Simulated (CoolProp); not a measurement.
A simple Rankine cycle with cyclopentane: condensing at 298.15 K, boiler at 2.01 MPa, turbine inlet 495 K, turbine efficiency 0.9, pump efficiency 0.6, no recuperator. Each further row changes one setting.

Values from CoolProp's reference Helmholtz-energy equation of state, Gedanitz 2015.

| case | thermal efficiency (%) | net work (kJ/kg) | heat in (kJ/kg) | turbine exit temperature (K) | volume ratio over the turbine |
|---|---|---|---|---|---|
| as stated | 23.4 | 162 | 694 | 386.2 | 45.9 |
| turbine inlet 515 K | ? | 172 | 741 | ? | 45.1 |
| condensing temperature 290.15 K | ? | 175 | 708 | ? | 62.4 |
| boiler pressure 1.41 MPa | 21.8 | ? | ? | 400.0 | 30.8 |
| turbine efficiency 0.8 | 20.7 | ? | 694 | ? | 47.3 |

Q: Fill in the missing entries.

A: 
- turbine inlet 515 K, thermal efficiency (%): 23.2
- turbine inlet 515 K, turbine exit temperature (K): 408.6
- condensing temperature 290.15 K, thermal efficiency (%): 24.7
- condensing temperature 290.15 K, turbine exit temperature (K): 378.1
- boiler pressure 1.41 MPa, net work (kJ/kg): 154
- boiler pressure 1.41 MPa, heat in (kJ/kg): 709
- turbine efficiency 0.8, net work (kJ/kg): 144
- turbine efficiency 0.8, turbine exit temperature (K): 397.4
